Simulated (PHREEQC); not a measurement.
Consider water at 20 °C with 0.0014 mol/kgw LiF, 0.023 mol/kgw NaF and 3.4e-05 mol/kgw H2SiF6. Closed to the air; pH follows from the charge balance.

Model: ion-association model, wateq4f.dat, run in PHREEQC.

No solid was allowed to form.

Q: Predict the pH.

A: pH 5.27.

Q: In which forms is Si present?

A: H4SiO4 77 %, SiF6-2 23 % of the Si.

SiF6-2 is the database's only silicon fluoride.
